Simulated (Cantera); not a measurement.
A perfectly stirred reactor is fed with 14.5 % H₂, 65.8 % O₂, 19.7 % N₂, equivalence ratio 0.11, at 16.5 Torr; it is held at 1200 K, and followed from long to short residence time.

Model: the H2/O2 subset of GRI-Mech 3.0, which has no nitrogen chemistry, integrated in Cantera. Radical loss at walls, strong at low pressure, is not modelled. The temperature is held fixed by assumption; the heat of reaction is taken as removed at once.

Predict: x(H₂) at τ = 20.0 s; x(O₂) at τ = 20.0 s; x(HO₂) at τ = 20.0 s; x(OH) at τ = 20.0 s; x(H₂O₂) at τ = 20.0 s; x(H₂) at τ = 0.260 s; x(O₂) at τ = 0.260 s; x(HO₂) at τ = 0.260 s; x(OH) at τ = 0.260 s; x(H₂O₂) at τ = 0.260 s.


```
Item                      Result
----------------------  --------
x(H₂) at τ = 20.0 s      5.52e-5
x(O₂) at τ = 20.0 s        0.631
x(HO₂) at τ = 20.0 s     1.08e-6
x(OH) at τ = 20.0 s     0.000510
x(H₂O₂) at τ = 20.0 s    1.07e-7
x(H₂) at τ = 0.260 s    0.000881
x(O₂) at τ = 0.260 s       0.627
x(HO₂) at τ = 0.260 s    6.24e-6
x(OH) at τ = 0.260 s     0.00218
x(H₂O₂) at τ = 0.260 s   3.52e-7
```
